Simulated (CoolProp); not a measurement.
Vapour-liquid equilibrium of trans-2-butene (1) + methanol (2) at 1.34 MPa; x and y are mole fractions of (1).

Computed with CoolProp (multi-fluid Helmholtz-energy mixture model, Lemmon 2005 and de Reuck 1993; pair parameters Bell 2016).

```tsv
x	bubble temperature, mixture model (°C)	bubble temperature, Raoult's law (°C)	y, mixture model	y, Raoult's law
0.05	133.0	144.9	0.311	0.126
0.15	109.6	138.3	0.644	0.338
0.25	99.2	131.9	0.745	0.505
0.35	95.9	125.7	0.773	0.636
0.45	95.1	120.0	0.780	0.737
0.55	94.7	114.5	0.784	0.816
0.65	94.1	109.4	0.794	0.877
0.75	93.3	104.6	0.816	0.924
0.85	92.6	100.2	0.860	0.960
0.95	93.1	96.1	0.939	0.988
```

The largest gap from Raoult's law is -32.7 K in bubble temperature, at x = 0.25. y crosses x between x = 0.85 and 0.95: the model has an azeotrope there.

The pair parameters rest on a limited set of measurements; away from them the model extrapolates. With so large a gap from Raoult's law the liquid may split in two, which this calculation doesn't test in full.
